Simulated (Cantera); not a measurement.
What does this Cantera script print?

```python
import numpy as np
import cantera as ct

gas = ct.Solution("h2o2.yaml")
gas.TPX = 1425, 2666, {'H2': 0.071, 'O2': 1}
reactor = ct.IdealGasConstPressureReactor(gas, energy="off", clone=False)
net = ct.ReactorNet([reactor])
net.rtol, net.atol = 1e-08, 1e-18
show = ['H2', 'O2', 'HO2', 'O', 'H2O', 'H2O2', 'H']
times = np.geomspace(1e-06, 30, 9)

steps = ct.SolutionArray(gas, extra=["t"])
rows = []
print(f"{'t/s':>10s}{'T/K':>9s}{'P/Pa':>11s}" + "".join(f"{s:>11s}" for s in show))
for t in times:
    while net.time < t:
        t_next = net.step()
        steps.append(gas.state, t=t_next)
    rows.append([np.interp(t, steps.t, y) for y in (steps.T, steps.P, *steps(*show).X.T)])
    print(f"{t:10.3e}{rows[-1][0]:9.1f}{rows[-1][1]:11.4g}" + "".join(f"{x:11.3e}" for x in rows[-1][2:]))
rate = np.gradient(steps.T, steps.t)
print("integrator steps:", len(steps.t))
if steps.T.max() > steps.T[0] + 200:
    print(f"time of steepest temperature rise: {steps.t[rate.argmax()]:.4e} s")
gas.TPX = 1425, 2666, {'H2': 0.071, 'O2': 1}
gas.equilibrate("TP")
print(f"equilibrium (TP): T = {gas.T:.1f} K  " + "  ".join(f"{s} {gas[s].X[0]:.3e}" for s in show))
```

It prints:

```
       t/s      T/K       P/Pa         H2         O2        HO2          O        H2O       H2O2          H
 1.000e-06   1425.0       2666  6.629e-02  9.337e-01  4.066e-09  2.031e-10  3.789e-12  1.171e-13  3.867e-09
 8.603e-06   1425.0       2666  6.629e-02  9.337e-01  3.498e-08  1.164e-08  1.924e-09  8.606e-12  2.526e-08
 7.401e-05   1425.0       2666  6.629e-02  9.337e-01  3.011e-07  6.719e-07  7.350e-07  6.053e-10  3.636e-07
 6.367e-04   1425.0       2666  2.303e-03  8.807e-01  4.749e-06  4.337e-02  5.446e-02  1.526e-07  9.980e-03
 5.477e-03   1425.0       2666  1.108e-03  8.919e-01  4.224e-06  3.470e-02  5.927e-02  1.197e-07  5.972e-03
 4.712e-02   1425.0       2666  2.157e-04  9.236e-01  2.056e-06  6.277e-03  6.623e-02  6.836e-08  4.679e-04
 4.054e-01   1425.0       2666  6.478e-06  9.310e-01  1.766e-07  1.850e-04  6.826e-02  1.034e-08  2.386e-06
 3.487e+00   1425.0       2666  3.849e-07  9.314e-01  1.027e-07  1.102e-05  6.849e-02  1.630e-09  3.479e-08
 3.000e+01   1425.0       2666  2.882e-07  9.314e-01  1.129e-07  8.255e-06  6.850e-02  1.421e-09  2.258e-08
integrator steps: 1747
equilibrium (TP): T = 1425.0 K  H2 2.882e-07  O2 9.314e-01  HO2 1.129e-07  O 8.255e-06  H2O 6.850e-02  H2O2 1.421e-09  H 2.258e-08
```

Cantera simulation using the H2/O2 subset of GRI-Mech 3.0, which has no nitrogen chemistry; the numbers are that mechanism's predictions, not measurements. Radical loss at walls, strong at low pressure, is not modelled. The temperature is held fixed by assumption; the heat of reaction is taken as removed at once.
